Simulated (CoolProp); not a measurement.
Computed with CoolProp (reference Helmholtz-energy equation of state, Zhou 2011).

Problem. For dimethyl carbonate, give the phase and the cp (kJ/(kg K)), Joule-Thomson coefficient (K/MPa) at 164.55 °C and 2.03 bar; 185.45 °C and 2.03 bar; 237.85 °C and 2.03 bar.

Solution. 
- 164.55 °C and 2.03 bar: gas; cp 1.56, Joule-Thomson coefficient 13.5
- 185.45 °C and 2.03 bar: gas; cp 1.60, Joule-Thomson coefficient 11.6
- 237.85 °C and 2.03 bar: gas; cp 1.71, Joule-Thomson coefficient 8.42
